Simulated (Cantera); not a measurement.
A Cantera script and its output.

```python
import numpy as np
import cantera as ct

gas = ct.Solution("h2o2.yaml")
gas.TPX = 400, 30000, {'H2': 1, 'O2': 0.25, 'N2': 1.2, 'H2O': 0.53}
flame = ct.FreeFlame(gas, width=0.093)
flame.set_refine_criteria(ratio=3, slope=0.08, curve=0.16)
flame.transport_model = "mixture-averaged"
flame.solve(loglevel=0, auto=True)
flame.transport_model = "multicomponent"
flame.soret_enabled = False
flame.solve(loglevel=0, refine_grid=True)
z, T = flame.grid, flame.T
thick = (T[-1] - T[0]) / np.gradient(T, z).max()
show = ['H2', 'O2', 'H2O', 'HO2', 'O', 'OH']
print(f"laminar burning velocity  {flame.velocity[0] * 100:.3f} cm/s")
print(f"burnt temperature         {T[-1]:.1f} K")
print(f"thermal thickness         {thick * 1e3:.4f} mm")
print(f"grid points               {len(z)}")
z0 = z[flame.heat_release_rate.argmax()]
print(f"{'z/mm':>9s}{'T/K':>9s}{'u/(m/s)':>9s}" + "".join(f"{s:>11s}" for s in show))
rows = []
for k in (-3, -2, -1.5, -1, -0.5, -0.25, 0, 0.25, 0.5, 1, 2, 4, 8):
    zz = z0 + k * thick
    rows.append([k * thick, np.interp(zz, z, T), np.interp(zz, z, flame.velocity),
                 *(np.interp(zz, z, flame.X[gas.species_index(s)]) for s in show)])
    print(f"{rows[-1][0] * 1e3:9.3f}{rows[-1][1]:9.1f}{rows[-1][2]:9.3f}" + "".join(f"{x:11.3e}" for x in rows[-1][3:]))
```

Output:

```
laminar burning velocity  224.344 cm/s
burnt temperature         1633.0 K
thermal thickness         1.5831 mm
grid points               118
     z/mm      T/K  u/(m/s)         H2         O2        H2O        HO2          O         OH
   -4.749    400.0    2.243  3.356e-01  8.389e-02  1.779e-01  3.920e-12  3.881e-13  2.483e-15
   -3.166    400.0    2.243  3.356e-01  8.389e-02  1.779e-01  1.762e-10  1.406e-11  8.994e-14
   -2.375    400.0    2.243  3.355e-01  8.390e-02  1.779e-01  3.868e-09  2.201e-10  1.414e-12
   -1.583    400.3    2.244  3.352e-01  8.393e-02  1.779e-01  3.325e-07  8.838e-09  1.135e-10
   -0.792    429.3    2.386  3.284e-01  8.416e-02  1.808e-01  1.469e-04  3.036e-06  2.146e-05
   -0.396    631.4    3.443  3.038e-01  7.799e-02  2.014e-01  1.434e-04  7.631e-05  3.774e-04
    0.000    929.2    4.967  2.578e-01  6.009e-02  2.461e-01  5.282e-05  5.459e-04  4.635e-04
    0.396   1150.7    6.083  2.043e-01  3.167e-02  3.049e-01  2.030e-05  1.314e-03  1.008e-03
    0.792   1269.8    6.683  1.722e-01  1.122e-02  3.451e-01  6.439e-06  1.051e-03  1.418e-03
    1.583   1365.6    7.156  1.605e-01  1.253e-03  3.657e-01  6.595e-07  4.335e-04  1.606e-03
    3.166   1442.0    7.520  1.647e-01  2.904e-04  3.695e-01  1.498e-07  2.642e-04  1.592e-03
    6.332   1509.9    7.836  1.701e-01  1.515e-04  3.719e-01  7.819e-08  1.480e-04  1.368e-03
   12.665   1562.5    8.077  1.743e-01  6.811e-05  3.740e-01  3.705e-08  6.800e-05  1.023e-03
```

Model: the H2/O2 subset of GRI-Mech 3.0, which has no nitrogen chemistry, integrated in Cantera. Burning velocities carry a grid error of a few per cent, more on coarse grids.
